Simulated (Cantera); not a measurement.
Cantera run:

```python
import numpy as np
import cantera as ct

gas_names = """
    B BH BH2 BH3 BN B2 H H2 N NH NH2 NH3 N2 N2H2 N2H4
""".split()
cond_names = """
    B(b) B(L) BN(s)
""".split()


# ... load() reads the species with a 1 bar reference pressure and builds the phases ...
atoms = {
    'BN': {'B': 1, 'N': 1},
    'H2': {'H': 2},
}
top_T = {'BN(s)': 3200}  # K; cautious upper limits of use, not melting points


# ... equilibrate(T, P, feed) seeds the gas with the atoms and calls Mixture.equilibrate('TP', solver="vcs", rtol=1e-11, max_steps=5000) ...
results = []
feed = {'BN': 1, 'H2': 0.21}  # mol
T = 1750  # K
P = 101325  # Pa
mix = equilibrate(T, P, feed)
results.append((T, P, feed, dict(zip(mix.species_names, mix.species_moles))))
x = sorted(zip(gas.X, gas.species_names), reverse=True)
print(f"T = {T:g} K  P = {P:g} Pa  gas = {mix.phase_moles(0):.4g} mol")
print("   x: " + "  ".join(f"{s} {v:.3e}" for v, s in x if v > 1e-05))
print("   condensed (mol): " + ("  ".join(f"{mix.phase(i).name} {mix.phase_moles(i):.4g}"
      for i in range(1, mix.n_phases) if mix.phase_moles(i) > 1e-12) or "none"))
```

Result:

```
T = 1750 K  P = 101325 Pa  gas = 0.21 mol
   x: H2 9.997e-01  H 2.310e-04  BH2 2.814e-05  N2 1.667e-05
   condensed (mol): BN(s) 1
```

Equilibrium computed with Cantera from the NASA thermochemical tables; the gas is ideal and each condensed phase is pure. The tables' values for BH2 are old estimates; treat these amounts as uncertain.
